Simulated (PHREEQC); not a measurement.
Consider water at 25 °C with 1.3 mmol/kgw H2SO4, 0.19 mmol/kgw CaCl2 and 110 mmol/kgw CuCl2. Closed to the air; pH follows from the charge balance.

Equilibrium calculation in PHREEQC: ion-association model, wateq4f.dat.

This is a speciation only: nothing precipitates in the calculation.

Task: Order these Cl species by the share of Cl that they hold, largest first: CuCl2, CuCl+, Cl-.

Result: Cl- (93 %), CuCl+ (6.7 %), CuCl2 (0.64 %)

The pH is 2.70 and the ionic strength 0.300 mol/kgw. Complexes and solids missing from the database can't appear.
